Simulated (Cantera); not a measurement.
Input: 1 mol Fe3O4, 0.63 mol C, 19 mol H2, held at 25.0 mbar.

Cantera equilibrium calculation (NASA polynomials, part measured and part estimated; ideal gas, pure solids and liquids). Candidate condensed phases: C, C6H6, C7H8, C8H18, Fe, Fe(CO)5, FeO, Fe(OH)2, Fe(OH)3, Fe2O3, Fe3O4, H2O; 114 gas species. The numbers say what is thermodynamically allowed, not how fast it happens.

Question: Which condensed phases are stable at each of these points (T (K)): 1348, 1498, 1648, 1798, 1948, 2098, 2248?

Answer: 
| T (K) | condensed phases | Fe condensed (%) |
|---|---|---|
| 1348 | Fe(γ) | 100.0 |
| 1498 | Fe(γ) | 100.0 |
| 1648 | Fe(γ) | 99.9 |
| 1798 | Fe(δ) | 99.2 |
| 1948 | Fe(l) | 94.7 |
| 2098 | Fe(l) | 71.2 |
| 2248 | gas only | 0.0 |

From 1348 K to 1648 K the condensed part is Fe(γ). At 1798 K the condensed part is Fe(δ). From 1948 K to 2098 K the condensed part is Fe(l). At 2248 K nothing is condensed.
